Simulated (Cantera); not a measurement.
Feed: 1 mol CCl4, 0.015 mol Si, 10 mol H2, held at 1525 K and 0.0100 bar.

Method: chemical equilibrium by Gibbs-energy minimisation in Cantera with the NASA 1993 tables (ideal gas, pure condensed phases). The tables' values for SiCl3 are old estimates; treat these amounts as uncertain. Kinetics and transport are ignored.

```csv
species,before,after
H2,0.668,0.667
HCl,0.331,0.330
H,0.000193,0.00144
SiCl2,0.00112,0.00123
CH4,1.02e-5,1.83e-7
SiCl4,2.47e-5,4.87e-7
Cl,7.68e-5,0.000571
SiCl3,9.66e-5,1.42e-5
"C(graphite), mol",1.000,1.000
```
Gas species are given as mole fractions.

Problem. Which change was made?
A) pressure from 0.0100 bar to 0.140 bar
B) pressure from 0.0100 bar to 0.000180 bar
C) pressure from 0.0100 bar to 1.00 bar
D) pressure from 0.0100 bar to 0.330 bar

Solution. B, pressure from 0.0100 bar to 0.000180 bar
